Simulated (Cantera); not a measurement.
A perfectly stirred reactor is fed with CH3OH : O2 : N2 : CO2 = 1 : 2.42 : 9.44 : 0.31 (molar parts), at 5.00 bar; it is adiabatic with a 525 K inlet, and is followed from long to short residence time, starting on the burning branch (τ in s: 0.027, 0.012, 0.0055, 0.0025, 0.0011, 0.00051, 0.00023, 0.0001, 4.7e-05).

Cantera simulation using GRI-Mech 3.0 (53 species, 325 reactions); the numbers are that mechanism's predictions, not measurements. GRI-Mech 3.0 was tuned for natural gas; its chemistry of methanol as a main component is partial and can be far from experiment.

### Question
Predict: blow-out, bracketed by the residence times tried; x(CH3OH) at τ = 27.0 ms; x(O2) at τ = 27.0 ms; x(CO2) at τ = 27.0 ms; x(H2O) at τ = 27.0 ms; x(CO) at τ = 27.0 ms; x(CH3OH) at τ = 1.10 ms; x(O2) at τ = 1.10 ms; x(CO2) at τ = 1.10 ms; x(H2O) at τ = 1.10 ms; x(CO) at τ = 1.10 ms.

### Answer
* **blow-out, bracketed by the residence times tried**: burning at 0.230 ms, out at 0.100 ms
* **x(CH3OH) at τ = 27.0 ms**: 4.10e-6
* **x(O2) at τ = 27.0 ms**: 0.0672
* **x(CO2) at τ = 27.0 ms**: 0.0954
* **x(H2O) at τ = 27.0 ms**: 0.146
* **x(CO) at τ = 27.0 ms**: 0.000379
* **x(CH3OH) at τ = 1.10 ms**: 4.02e-5
* **x(O2) at τ = 1.10 ms**: 0.0684
* **x(CO2) at τ = 1.10 ms**: 0.0923
* **x(H2O) at τ = 1.10 ms**: 0.144
* **x(CO) at τ = 1.10 ms**: 0.00321
